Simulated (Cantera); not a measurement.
**Transport properties of process gases**

Gas mixture: CH4 : CH3OH : H2O : C2H2 = 0.91 : 0.084 : 0.33 : 0.23 (molar parts), at 0.0750 Torr, frozen composition.

Cantera's kinetic-theory transport with the Lennard-Jones parameters of GRI-Mech 3.0, ideal gas; thermal conductivity in the mixture-averaged form. Polar gases are described roughly by these parameters. The composition is frozen, though it would react at the higher temperatures.

```tsv
T (K)	ρ (kg/m³)	cp (J/kg/K)	μ (µPa s)	λ (mW/m/K)	Pr	D (cm²/s) H	D (cm²/s) C2H2	D (cm²/s) CO2
400	5.65e-5	2192	14.1	43.6	0.712	18900	2960	2720
600	3.77e-5	2703	19.9	74.6	0.720	39000	6190	5740
800	2.83e-5	3159	25.0	109	0.727	64300	10300	9570
1000	2.26e-5	3551	29.6	143	0.733	94100	15100	14100
1200	1.88e-5	3873	33.9	178	0.737	128000	20700	19300
1400	1.62e-5	4137	37.9	212	0.739	166000	26800	25100
```
D: mixture-averaged diffusion coefficient of that species in the mixture.
